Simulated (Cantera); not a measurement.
A Cantera script and what it prints.

```python
import numpy as np
import cantera as ct

gas_names = """
    H H2 Pb Pb2
""".split()
cond_names = """
    Pb(cr) Pb(L)
""".split()


# ... load() reads the species with a 1 bar reference pressure and builds the phases ...
atoms = {
    'Pb': {'Pb': 1},
    'H2': {'H': 2},
}
top_T = {}  # K; cautious upper limits of use, not melting points


# ... equilibrate(T, P, feed) seeds the gas with the atoms and calls Mixture.equilibrate('TP', solver="vcs", rtol=1e-11, max_steps=5000) ...
results = []
feed = {'Pb': 1, 'H2': 0.54}  # mol
P = 30  # Pa
for T in [848, 923, 998, 1073, 1148, 1223, 1298, 1373, 1448]:
    mix = equilibrate(T, P, feed)
    results.append((T, P, feed, dict(zip(mix.species_names, mix.species_moles))))

top = {s: max(r[3][s] / sum(r[3][g] for g in gas_names) for r in results) for s in gas_names}
cols = sorted((s for s in top if top[s] > 0.0001), key=lambda s: -top[s])[:5]
seen = [c for c in cond_names if any(r[3].get(c, 0) > 1e-12 for r in results)]
print("log10 of partial pressures in bar; condensed amounts in mol")
print(f"{'T/K':>10s}" + "".join(f"{s[:9]:>10s}" for s in cols + seen))
for T, P, feed, n in results:
    ng = sum(n[g] for g in gas_names)
    print(f"{T:10.4g}" + "".join(f"{np.log10(max(n[s] / ng * P / 1e5, 1e-99)):10.3f}" for s in cols)
          + "".join(f"{n.get(c, 0):10.4g}" for c in seen))
```

Result:

```
log10 of partial pressures in bar; condensed amounts in mol
       T/K        H2        Pb         H     Pb(L)
       848    -3.523    -6.524   -12.482    0.9995
       923    -3.527    -5.596   -11.375    0.9954
       998    -3.546    -4.810   -10.440    0.9706
      1073    -3.644    -4.136    -9.676    0.8261
      1148    -3.978    -3.710    -9.134         0
      1223    -3.978    -3.710    -8.511         0
      1298    -3.978    -3.710    -7.959         0
      1373    -3.978    -3.710    -7.467         0
      1448    -3.978    -3.710    -7.025         0
```

Cantera equilibrium calculation (NASA polynomials, part measured and part estimated; ideal gas, pure solids and liquids).
